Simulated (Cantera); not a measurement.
Input: 1 mol Si, 0.013 mol O2, 49 mol N2, equilibrated at 1600 Pa.

Cantera equilibrium calculation (NASA polynomials, part measured and part estimated; ideal gas, pure solids and liquids). Candidate condensed phases: Si, SiO2, Si2N2O, Si3N4; 16 gas species. N2 is the only nitrogen source here; it is nearly inert below about 1500 K, so the nitride shown seldom forms there in practice. Mutual solubility and eutectic melting of coexisting phases are not modelled. Rates play no part.

**Question.** Which condensed phases are stable at each of these points (T (°C)): 352, 502, 652, 802, 952, 1102, 1252, 1402, 1552, 1702?

**Answer.** 
```json
[
 {"T (°C)": "352", "condensed phases": "Si2N2O(s) + Si3N4(s)", "Si condensed (%)": "100.0"},
 {"T (°C)": "502", "condensed phases": "Si2N2O(s) + Si3N4(s)", "Si condensed (%)": "100.0"},
 {"T (°C)": "652", "condensed phases": "Si2N2O(s) + Si3N4(s)", "Si condensed (%)": "100.0"},
 {"T (°C)": "802", "condensed phases": "Si2N2O(s) + Si3N4(s)", "Si condensed (%)": "100.0"},
 {"T (°C)": "952", "condensed phases": "Si2N2O(s) + Si3N4(s)", "Si condensed (%)": "100.0"},
 {"T (°C)": "1102", "condensed phases": "Si2N2O(s) + Si3N4(s)", "Si condensed (%)": "100.0"},
 {"T (°C)": "1252", "condensed phases": "Si2N2O(s) + Si3N4(s)", "Si condensed (%)": "99.9"},
 {"T (°C)": "1402", "condensed phases": "Si3N4(s)", "Si condensed (%)": "97.4"},
 {"T (°C)": "1552", "condensed phases": "Si3N4(s)", "Si condensed (%)": "95.9"},
 {"T (°C)": "1702", "condensed phases": "Si(l)", "Si condensed (%)": "85.9"}
]
```

From 352 °C to 1252 °C the condensed part is Si2N2O(s) + Si3N4(s). From 1402 °C to 1552 °C the condensed part is Si3N4(s). At 1702 °C the condensed part is Si(l).
